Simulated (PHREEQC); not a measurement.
A solution holds 2.3 mol NaOH, 0.22 mol K2SO4 and 0.12 mol LiCl per kg of water, at 25 °C. Closed to the air; pH follows from the charge balance.

Equilibrium calculation in PHREEQC: Pitzer model, pitzer.dat.

```
Property                    Value
-------------------  ------------
pH                          14.30
ionic strength       3.08 mol/kgw
activity of water           0.905
density               1.115 g/cm³
osmotic coefficient         1.011
total alkalinity      2300 meq/kg
```

```
species  molality  activity   log γ
-------  --------  --------  ------
OH-          2.30      1.83  -0.099
Na+          2.30      1.46  -0.198
K+          0.440     0.325  -0.132
SO4-2       0.220   0.00651  -1.529
Cl-         0.120    0.0684  -0.244
Li+         0.120    0.0547  -0.341
```

Precipitation was switched off in this run. Species that the database lacks are ignored. In brines, pH and single-ion activities rest on the MacInnes convention.
